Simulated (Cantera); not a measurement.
Charge: 1 mol FeS, 0.89 mol H2, 1.8 mol N2, at 1925 K and 77.0 Pa.

Equilibrium computed with Cantera from the NASA thermochemical tables; the gas is ideal and each condensed phase is pure. Candidate condensed phases: Fe, FeS, FeS2, S; 16 gas species. Kinetics and transport are ignored.

What is the equilibrium state?


| Quantity | Result |
|---|---|
| x(N2) | 0.443 |
| x(H2) | 0.205 |
| x(Fe) | 0.197 |
| x(S2) | 0.107 |
| x(S) | 0.0225 |
| x(H) | 0.0156 |
| x(SH) | 0.00890 |
| x(H2S) | 0.00136 |
| x(SN) | 4.08e-6 |
| n(Fe(l)) | 0.199 mol |
| gas amount | 4.066 mol |
| log10 activity of S(l) (absent) | -3.58 |
